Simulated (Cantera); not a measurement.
An isothermal, constant-pressure homogeneous reactor starts with 3.37 % H2, 62.3 % O2, 34.3 % N2, at 950 K and 0.00140 bar.

Cantera simulation using the H2/O2 subset of GRI-Mech 3.0, which has no nitrogen chemistry; the numbers are that mechanism's predictions, not measurements. Radical loss at walls, strong at low pressure, is not modelled. The temperature is held fixed by assumption; the heat of reaction is taken as removed at once.

x: mole fraction; the columns are a selection and need not sum to one.

```csv
t (s),x H2,x O2,x H,x O,x OH
2.00e-5,0.0337,0.623,<1e-12,<1e-12,<1e-12
5.11e-5,0.0337,0.623,<1e-12,<1e-12,<1e-12
0.000130,0.0337,0.623,<1e-12,<1e-12,<1e-12
0.000333,0.0337,0.623,1.60e-12,<1e-12,<1e-12
0.000850,0.0337,0.623,3.82e-12,<1e-12,<1e-12
0.00217,0.0337,0.623,8.95e-12,3.36e-12,2.50e-12
0.00554,0.0337,0.623,2.40e-11,1.93e-11,1.08e-11
0.0141,0.0337,0.623,1.21e-10,1.52e-10,6.81e-11
0.0361,0.0337,0.623,4.42e-9,6.17e-9,?
0.0922,0.0335,0.623,3.70e-5,5.14e-5,?
0.235,0.000822,0.602,0.00966,0.0153,?
0.601,0.000458,0.604,0.00650,0.0138,?
1.53,0.000293,0.609,0.00317,0.00852,?
3.92,0.000110,0.614,0.000701,0.00313,?
10.0,2.23e-5,0.616,6.36e-5,0.000636,?
```

Task: What belongs in the gaps?

Result: 
- 0.0361, x OH: 2.60e-9
- 0.0922, x OH: 2.16e-5
- 0.235, x OH: 0.000973
- 0.601, x OH: 0.000733
- 1.53, x OH: 0.000585
- 3.92, x OH: 0.000355
- 10.0, x OH: 0.000159
